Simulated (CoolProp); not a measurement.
Values from CoolProp's reference Helmholtz-energy equation of state, Schroeder 2014.

### Question
Give the vapour pressure (bar), liquid cp (kJ/(kg K)), vapour Z, liquid conductivity (mW/(m K)) of saturated ethanol at 76.15 °C.

### Answer
```csv
T (°C),p (bar),liquid cp (kJ/(kg K)),vapour Z,liquid conductivity (mW/(m K))
76.15,0.926,2.91,0.969,155
```

Thermal conductivity comes from a separate model (Assael 2013).
